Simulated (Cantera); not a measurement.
## Equilibrium for iron carbonyl, mercury and lead vapours: Pb + H2 + N2

Charge: 1 mol Pb, 3.5 mol H2, 0.37 mol N2, at 1623 K.

Equilibrium computed with Cantera from the NASA thermochemical tables; the gas is ideal and each condensed phase is pure. Candidate condensed phases: Pb; 11 gas species. Kinetics and transport are ignored.

From 0.000100 bar to 0.130 bar nothing is condensed. From 0.560 bar to 10.0 bar the condensed part is Pb(l). The main Pb-bearing gas is Pb throughout.

| P (Pa) | x H2 | x Pb | x N2 | x H | n Pb(l) |
|---|---|---|---|---|---|
| 10 | 0.714 | 0.205 | 0.0758 | 0.00584 | 0 |
| 42 | 0.716 | 0.205 | 0.0759 | 0.00285 | 0 |
| 180 | 0.718 | 0.205 | 0.0759 | 0.00138 | 0 |
| 750 | 0.718 | 0.205 | 0.0759 | 0.000676 | 0 |
| 3200 | 0.718 | 0.205 | 0.0760 | 0.000327 | 0 |
| 13000 | 0.719 | 0.205 | 0.0760 | 0.000163 | 0 |
| 56000 | 0.786 | 0.131 | 0.0831 | 8.19e-5 | 0.415 |
| 240000 | 0.877 | 0.0306 | 0.0927 | 4.18e-5 | 0.878 |
| 1000000 | 0.898 | 0.00734 | 0.0949 | 2.07e-5 | 0.971 |
x: gas mole fraction; n: condensed amount in mol.
